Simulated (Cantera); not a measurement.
Feed: 1 mol Si3H8, 0.22 mol Cl2, 13 mol H2, at 1 atm.

Equilibrium computed with Cantera from the NASA thermochemical tables; the gas is ideal and each condensed phase is pure. Candidate condensed phases: Si; 19 gas species. The feed counts by its element totals alone. Kinetics and transport are ignored.

Q: What share of the Si ends up in condensed phases as a function of T (K), at 923, 1023, 1123, 1223, 1323, 1423, 1523?

A: 
| T (K) | Si condensed (%) | as |
|---|---|---|
| 923 | 95.9 | Si(s) |
| 1023 | 96.5 | Si(s) |
| 1123 | 97.3 | Si(s) |
| 1223 | 98.1 | Si(s) |
| 1323 | 98.7 | Si(s) |
| 1423 | 98.9 | Si(s) |
| 1523 | 99.0 | Si(s) |
